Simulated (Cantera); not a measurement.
An isothermal plug-flow reactor at 550 K and 260000 Pa (inlet), inlet velocity 0.38 m/s, active area per volume 100 1/m; feed H₂ : O₂ : N₂ = 0.0023 : 0.034 : 0.79 (molar parts), equivalence ratio 0.034.

Detailed kinetics in Cantera: Deutschmann's 1995 Pt surface mechanism with GRI-Mech 3.0 gas chemistry. Catalytic surfaces can have several steady states; this one follows from the mechanism file's or the stated starting coverage. Mass transfer to the wall is taken as infinitely fast.

One state of this run: x H₂ = 0.00234; x O₂ = 0.0409; x H₂O = 0.000442; θ free Pt = 0.0890; θ O* = 0.899; θ OH* = 0.0118. x: gas mole fraction; θ: surface coverage.

Task: Which value of z (m) does it belong to?
(A) 0.00024
(B) 0.0076
(C) 0.014
(D) 0.00076

Result: A, 0.00024
